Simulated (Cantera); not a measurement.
Premixed flame

A freely propagating, adiabatic, planar premixed flame of 40.0 % H₂, 11.1 % O₂, 48.8 % N₂, equivalence ratio 1.8, unburnt at 625 K and 0.987 atm; mixture-averaged transport, grid criteria slope 0.08 and curve 0.16, no radiation.

Cantera simulation using the H2/O2 subset of GRI-Mech 3.0, which has no nitrogen chemistry; the numbers are that mechanism's predictions, not measurements. Burning velocities carry a grid error of a few per cent, more on coarse grids.

```csv
z (mm),T (K),u (m/s),x H₂,x O₂,x O,x HO₂,x OH,x H₂O₂
-1.41,625,8.75,0.400,0.111,<1e-8,<1e-8,<1e-8,<1e-8
-0.939,625,8.75,0.400,0.111,<1e-8,<1e-8,<1e-8,<1e-8
-0.704,625,8.75,0.400,0.111,<1e-8,<1e-8,<1e-8,<1e-8
-0.470,625,8.75,0.400,0.111,<1e-8,1.17e-6,<1e-8,<1e-8
-0.235,646,9.01,0.397,0.111,1.41e-5,0.000213,7.30e-5,2.83e-6
-0.117,835,11.4,0.368,0.105,0.000325,0.000144,0.000581,6.70e-6
0,1224,16.3,0.267,0.0686,0.00355,6.21e-5,0.00241,2.08e-6
0.117,1502,19.8,0.176,0.0176,0.00440,1.55e-5,0.00483,1.24e-6
0.235,1621,21.2,0.157,0.00414,0.00298,3.51e-6,0.00553,7.99e-7
0.470,1739,22.6,0.160,0.00151,0.00226,1.23e-6,0.00607,5.04e-7
0.939,1861,24.0,0.168,0.000999,0.00164,7.82e-7,0.00615,2.81e-7
1.88,1979,25.2,0.176,0.000599,0.00102,4.74e-7,0.00561,1.48e-7
3.76,2080,26.3,0.183,0.000308,0.000539,2.62e-7,0.00456,7.56e-8
```
x: mole fraction of selected species; z is measured from the peak of heat release.

| Property | Value |
|---|---|
| laminar burning velocity | 875 cm/s |
| thermal thickness | 0.470 mm |
| peak x(O) | 0.00486 |
| peak x(HO₂) | 0.000226 |
| peak x(OH) | 0.00619 |
| peak x(H₂O₂) | 7.20e-6 |
